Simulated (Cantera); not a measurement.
Input (Python, Cantera):

```python
import numpy as np
import cantera as ct

gas = ct.Solution("gri30.yaml")


def delay(T, t_max=10):
    gas.TPX = T, 120000, {'C3H8': 1, 'O2': 2.94, 'N2': 11.1}
    reactor = ct.IdealGasReactor(gas, clone=False)
    net = ct.ReactorNet([reactor])
    net.rtol, net.atol = 1e-8, 1e-16
    while net.time < t_max:
        t_old, T_old = net.time, reactor.T
        net.step()
        if reactor.T > T + 400:  # ignition: a rise of 400 K
            return t_old + (T + 400 - T_old) / (reactor.T - T_old) * (net.time - t_old)
    return np.nan


taus = []
for T in [1200, 1250, 1300, 1350, 1400, 1450, 1500, 1550, 1600, 1650]:
    taus.append(delay(T))
    print(f"T0 = {T:6g} K   tau = {taus[-1]:.4e} s")
```

Result:

```
T0 =   1200 K   tau = 5.4262e-03 s
T0 =   1250 K   tau = 2.0510e-03 s
T0 =   1300 K   tau = 8.5528e-04 s
T0 =   1350 K   tau = 3.9381e-04 s
T0 =   1400 K   tau = 1.9938e-04 s
T0 =   1450 K   tau = 1.1020e-04 s
T0 =   1500 K   tau = 6.5924e-05 s
T0 =   1550 K   tau = 4.2289e-05 s
T0 =   1600 K   tau = 2.8819e-05 s
T0 =   1650 K   tau = 2.0679e-05 s
```

Cantera simulation using GRI-Mech 3.0 (53 species, 325 reactions); the numbers are that mechanism's predictions, not measurements. GRI-Mech 3.0 was tuned for natural gas; its chemistry of propane as a main component is partial and can be far from experiment.
